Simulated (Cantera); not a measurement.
A perfectly stirred reactor is fed with CH₄ : O₂ : N₂ = 1 : 1.25 : 4.7 (molar parts), equivalence ratio 1.6, at 1300000 Pa; it is adiabatic with a 700 K inlet, and is followed from long to short residence time, starting on the burning branch (τ in s: 0.15, 0.064, 0.028, 0.012, 0.0052, 0.0022, 0.00096, 0.00042, 0.00018, 7.8e-05).

Model: GRI-Mech 3.0 (53 species, 325 reactions), integrated in Cantera. The pressure lies above the range GRI-Mech 3.0 was tuned for (to about 10 atm).

### Question
What does this change do: pressure from 1300000 Pa to 640000 Pa?

### Answer
```
quantity                                                                          before                                after
------------------------------------------------  --------------------------------------  -----------------------------------
blow-out, bracketed by the residence times tried  burning at 78.0 µs, the shortest tried  burning at 0.180 ms, out at 78.0 µs
x(CH₄) at τ = 0.150 s                                                           0.000253                             0.000260
x(O₂) at τ = 0.150 s                                                             1.36e-5                              2.06e-5
x(C₂H₂) at τ = 0.150 s                                                           1.30e-5                              1.69e-5
x(CO₂) at τ = 0.150 s                                                             0.0325                               0.0325
x(C₂H₄) at τ = 0.150 s                                                           1.36e-7                              1.48e-7
x(CH₄) at τ = 2.20 ms                                                            0.00431                              0.00401
x(O₂) at τ = 2.20 ms                                                            0.000743                              0.00106
x(C₂H₂) at τ = 2.20 ms                                                           0.00244                              0.00246
x(CO₂) at τ = 2.20 ms                                                             0.0349                               0.0344
x(C₂H₄) at τ = 2.20 ms                                                           4.38e-5                              4.82e-5
```

### Question
What does this change do: pressure from 1300000 Pa to 100000 Pa?

### Answer
```csv
quantity,before,after
"blow-out, bracketed by the residence times tried","burning at 78.0 µs, the shortest tried","burning at 0.420 ms, out at 0.180 ms"
x(CH₄) at τ = 0.150 s,0.000253,0.000158
x(O₂) at τ = 0.150 s,1.36e-5,4.81e-5
x(C₂H₂) at τ = 0.150 s,1.30e-5,1.23e-5
x(CO₂) at τ = 0.150 s,0.0325,0.0325
x(C₂H₄) at τ = 0.150 s,1.36e-7,1.39e-7
x(CH₄) at τ = 2.20 ms,0.00431,0.00196
x(O₂) at τ = 2.20 ms,0.000743,0.00178
x(C₂H₂) at τ = 2.20 ms,0.00244,0.00124
x(CO₂) at τ = 2.20 ms,0.0349,0.0322
x(C₂H₄) at τ = 2.20 ms,4.38e-5,3.99e-5
```
